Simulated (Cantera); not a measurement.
A Cantera script and what it prints.

```python
import numpy as np
import cantera as ct

gas_names = """
    AL ALC ALH ALN ALO ALOH ALO2 ALO2H AL2 AL2O AL2O2 C CH CH2 CH3 CH2OH CH3O CH4 CH3OH CN CO CO2 COOH
    C2 C2H CHCO,ketyl C2H2,acetylene C2H2,vinylidene CH2CO,ketene C2H3,vinyl CH3CN CH3CO,acetyl C2H4
    C2H4O,ethylen CH3CHO,ethanal CH3COOH (HCOOH)2 C2H5 C2H6 CH3OCH3 C2H5OH CCN CNC C2N2 C2O C3
    C3H3,propargyl C3H4,allene C3H4,propyne C3H4,cyclo- C3H5,allyl C3H6,propylene C3H6,cyclo- C3H6O
    C3H7,n-propyl C3H7,i-propyl C3H8 C3H8O,1propanol C3H8O,2propanol C3O2 C4 C4H2 C4H4,1,3-cyclo-
    C4H6,butadiene C4H6,2-butyne C4H6,cyclo- C4H8,1-butene C4H8,cis2-buten C4H8,tr2-butene
    C4H8,isobutene C4H8,cyclo- (CH3COOH)2 C4H9,n-butyl C4H9,i-butyl C4H9,s-butyl C4H9,t-butyl
    C4H10,isobutane C4H10,n-butane C4N2 C5 C5H6,1,3cyclo- C5H8,cyclo- C5H10,1-pentene C5H10,cyclo-
    C5H11,pentyl C5H11,t-pentyl C5H12,n-pentane C5H12,i-pentane CH3C(CH3)2CH3 C6H2 C6H5,phenyl
    C6H5O,phenoxy C6H6 C6H5OH,phenol C6H10,cyclo- C6H12,1-hexene C6H12,cyclo- C6H13,n-hexyl C7H7,benzyl
    C7H8 C7H8O,cresol C7H14,1-heptene C7H15,n-heptyl C7H16,n-heptane C8H8,styrene C8H10,ethylbenz
    C8H16,1-octene C8H17,n-octyl C8H18,isooctane C8H18,n-octane C9H19,n-nonyl C10H8,naphthale
    C10H21,n-decyl C12H9,o-bipheny C12H10,bipheny H HALO HCN HCO HCCN HNC HNCO HNO HNO2 HNO3 HO2 H2
    HCHO,formaldehy HCOOH H2O H2O2 N NCO NH NH2 NH3 NH2OH NO NO2 NO3 N2 N2H2 N2H4 N2O O OH O2 O3
""".split()
cond_names = """
    AL(cr) AL(L) ALN(s) AL2O3(a) AL2O3(L) C(gr) C6H6(L) C7H8(L) C8H18(L),n-octa H2O(s) H2O(L)
""".split()


def load(file, names, dense=False):
    # The tables refer to 1 bar. Condensed volumes are neglected.
    table = {s.name: s for s in ct.Species.list_from_file(file)}
    out = []
    for n in names:
        d = dict(table[n].input_data)
        d["thermo"] = dict(d["thermo"], **{"reference-pressure": 1e5})
        if dense:
            d["equation-of-state"] = {"model": "constant-volume", "density": "1e6 g/cm^3"}
        out.append(ct.Species.from_dict(d))
    return out


gas = ct.Solution(thermo="ideal-gas", species=load("nasa_gas.yaml", gas_names))
cond = {s.name: ct.Solution(thermo="fixed-stoichiometry", species=[s], name=s.name)
        for s in load("nasa_condensed.yaml", cond_names, dense=True)}
atoms = {
    'Al(CH3)3': {'AL': 1, 'C': 3, 'H': 9},
    'N2O': {'N': 2, 'O': 1},
    'N2': {'N': 2},
}
top_T = {'ALN(s)': 2750, 'C(gr)': 4500}  # K; cautious upper limits of use, not melting points


def equilibrate(T, P, feed):
    n = {}
    for name, mol in feed.items():
        for a, k in atoms[name].items():
            n[a] = n.get(a, 0.0) + k * mol
    gas.TPX = T, P, n
    mass = sum(n.values()) * gas.mean_molecular_weight
    gas.equilibrate("TP")
    valid = [c for c in cond.values() if c.min_temp <= T <= top_T.get(c.name, c.max_temp)]
    mix = ct.Mixture([(gas, mass / gas.mean_molecular_weight)] + [(c, 0.0) for c in valid])
    mix.T, mix.P = T, P
    mix.equilibrate("TP", solver="vcs", rtol=1e-11, max_steps=5000)
    return mix


results = []
feed = {'Al(CH3)3': 1, 'N2O': 2.1, 'N2': 930}  # mol
T = 1350  # K
P = 1000  # Pa
mix = equilibrate(T, P, feed)
results.append((T, P, feed, dict(zip(mix.species_names, mix.species_moles))))
print(gas.report(threshold=0.0001))
for i in range(1, mix.n_phases):
    print(f"{mix.phase(i).name:16s} {mix.phase_moles(i):12.5e} mol")
```

It prints:

```
       temperature   1350 K
          pressure   1000 Pa
           density   0.0024847 kg/m^3
  mean mol. weight   27.89 kg/kmol
   phase of matter   gas

                          1 kg             1 kmol
                     ---------------   ---------------
          enthalpy        1.1811e+06        3.2941e+07  J
   internal energy        7.7867e+05        2.1717e+07  J
           entropy            9918.1        2.7661e+05  J/K
    Gibbs function       -1.2208e+07       -3.4048e+08  J
 heat capacity c_p            1227.5             34234  J/K
 heat capacity c_v            929.35             25919  J/K

                      mass frac. Y      mole frac. X     chem. pot. / RT
                     ---------------   ---------------   ---------------
                CO          0.002248         0.0022383           -46.997
                H2        0.00034583         0.0047842           -28.249
                N2           0.99738           0.99295           -30.306
     [ +145 minor]        2.2043e-05        2.4335e-05

AL(L)             0.00000e+00 mol
ALN(s)            1.00000e+00 mol
AL2O3(a)          0.00000e+00 mol
C(gr)             8.78712e-01 mol
```

These are equilibrium values from Cantera (NASA tables, ideal gas, pure condensed phases), not measurements of a reactor. The feed counts by its element totals alone.
